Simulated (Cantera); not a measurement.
# Equilibrium for silicon oxide and oxynitride deposition: SiH4 + N2O + H2

A closed system holds: 1 mol SiH4, 44 mol N2O, 9.5 mol H2, held at 1348 K and 133 Pa.

Equilibrium computed with Cantera from the NASA thermochemical tables; the gas is ideal and each condensed phase is pure. Candidate condensed phases: H2O, Si, SiO2, Si2N2O, Si3N4; 35 gas species. The tables hold silica as quartz up to 1696 K and as liquid above; real silica turns to tridymite and cristobalite and melts near 1996 K. Equilibrium is a limit: real reactors are often held back by kinetics, nucleation or transport.

x(N2): 0.622
x(O2): 0.215
x(H2O): 0.162
x(NO): 0.000481
x(OH): 0.000120
x(O): 5.19e-6
x(H2): 1.89e-6
n(SiO2(β-quartz)): 1.00 mol
gas amount: 70.75 mol
log10 activity of Si(s) (absent): -22.41
